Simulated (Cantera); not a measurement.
An isothermal, constant-pressure homogeneous reactor starts with C₂H₆ : N₂ = 1 : 160 (molar parts), at 1998 K and 1.43 Torr. Integrator tolerance rtol = 1e-08.

Model: GRI-Mech 3.0 (53 species, 325 reactions), integrated in Cantera. GRI-Mech 3.0 stops at C3 and has no aromatics, soot or wall deposition, so with more carbon than oxygen in the feed, carbon stays in small species such as C2H2 where larger ones or solid carbon would form. Radical loss at walls, strong at low pressure, is not modelled.

### Question
What does this change do: 0.95 parts H2O added?

### Answer
| quantity | before | after |
|---|---|---|
| x(C₂H₆) at 200 s | <1e-12 (gas-phase equilibrium <1e-12) | <1e-12 (gas-phase equilibrium <1e-12) |
| x(C₂H) at 200 s | 3.07e-5 (gas-phase equilibrium 1.97e-6) | 6.34e-6 (gas-phase equilibrium 4.24e-7) |
| x(HCN) at 200 s | 0.000312 (gas-phase equilibrium 0.0116) | 0.00128 (gas-phase equilibrium 0.00615) |
| x(CH₂) at 200 s | 1.62e-9 (gas-phase equilibrium 1.79e-9) | 2.52e-9 (gas-phase equilibrium 1.26e-9) |
| x(CH₃) at 200 s | 4.50e-9 (gas-phase equilibrium 3.80e-9) | 1.44e-8 (gas-phase equilibrium 3.56e-9) |
| x(CH₄) at 200 s | 8.20e-10 (gas-phase equilibrium 5.31e-10) | 5.42e-9 (gas-phase equilibrium 6.58e-10) |

### Question
What does this change do: temperature 1998 to 1700 K?

### Answer
| quantity | before | after |
|---|---|---|
| x(C₂H₆) at 200 s | <1e-12 (gas-phase equilibrium <1e-12) | <1e-12 (gas-phase equilibrium <1e-12) |
| x(C₂H) at 200 s | 3.07e-5 (gas-phase equilibrium 1.97e-6) | 5.68e-7 (gas-phase equilibrium 6.98e-8) |
| x(HCN) at 200 s | 0.000312 (gas-phase equilibrium 0.0116) | 0.000109 (gas-phase equilibrium 0.0115) |
| x(CH₂) at 200 s | 1.62e-9 (gas-phase equilibrium 1.79e-9) | 1.02e-9 (gas-phase equilibrium 1.29e-10) |
| x(CH₃) at 200 s | 4.50e-9 (gas-phase equilibrium 3.80e-9) | 5.92e-8 (gas-phase equilibrium 4.04e-9) |
| x(CH₄) at 200 s | 8.20e-10 (gas-phase equilibrium 5.31e-10) | 1.74e-7 (gas-phase equilibrium 6.43e-9) |

### Question
What does this change do: N2 160 to 40 parts?

### Answer
```csv
quantity,before,after
x(C₂H₆) at 200 s,<1e-12 (gas-phase equilibrium <1e-12),<1e-12 (gas-phase equilibrium <1e-12)
x(C₂H) at 200 s,3.07e-5 (gas-phase equilibrium 1.97e-6),7.62e-5 (gas-phase equilibrium 1.19e-5)
x(HCN) at 200 s,0.000312 (gas-phase equilibrium 0.0116),0.000341 (gas-phase equilibrium 0.0390)
x(CH₂) at 200 s,1.62e-9 (gas-phase equilibrium 1.79e-9),7.21e-9 (gas-phase equilibrium 1.26e-8)
x(CH₃) at 200 s,4.50e-9 (gas-phase equilibrium 3.80e-9),3.11e-8 (gas-phase equilibrium 5.44e-8)
x(CH₄) at 200 s,8.20e-10 (gas-phase equilibrium 5.31e-10),8.82e-9 (gas-phase equilibrium 1.54e-8)
```
